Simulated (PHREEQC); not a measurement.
Consider water at 25 °C with 0.44 mol/kgw H2SO4 and 0.0092 mol/kgw Al2(SO4)3. Closed to the air; pH follows from the charge balance.

Model: ion-association model, phreeqc.dat, run in PHREEQC.

```
Quantity                      Value
--------------------  -------------
pH                             0.44
ionic strength        0.549 mol/kgw
activity of water             0.984
specific conductance   134000 µS/cm
density                 1.026 g/cm³
total alkalinity        -880 meq/kg
```

| species | molality | activity | log γ |
|---|---|---|---|
| H+ | 0.473 | 0.360 | -0.118 |
| HSO4- | 0.406 | 0.299 | -0.133 |
| SO4-2 | 0.0432 | 0.00854 | -0.704 |
| AlSO4+ | 0.0113 | 0.00747 | -0.180 |
| Al+3 | 0.00322 | 0.000276 | -1.066 |
| Al(SO4)2- | 0.00305 | 0.00202 | -0.180 |
| AlHSO4+2 | 0.000812 | 0.000238 | -0.532 |
| AlOH+2 | 3.38e-8 | 7.51e-9 | -0.653 |

Precipitation was switched off in this run.
